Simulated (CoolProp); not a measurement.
A single-stage vapour-compression cycle with n-pentane: evaporating at 328.15 K (dew point), condensing at 352.15 K (bubble point), superheat 2 K, subcooling 8 K, compressor efficiency 0.9, no pressure losses. Each further row changes one setting.

Model: reference Helmholtz-energy equation of state, Thol 2019, in CoolProp.

```csv
case,cooling COP,pressure ratio,discharge temperature (K),refrigerating effect (kJ/kg),volumetric capacity (kJ/m³)
as stated,11.7,1.94,352.1,305,1590
evaporating temperature 333.15 K,15.4,1.67,352.1,313,1880
condensing temperature 347.15 K,15.2,1.70,347.1,318,1660
subcooling 13 K,12.2,1.94,352.1,318,1660
superheat 12 K,11.9,1.94,357.8,324,1630
compressor efficiency 0.8,10.4,1.94,352.1,305,1590
```

The compression ends wet for: as stated; evaporating temperature 333.15 K; condensing temperature 347.15 K; subcooling 13 K; compressor efficiency 0.8.
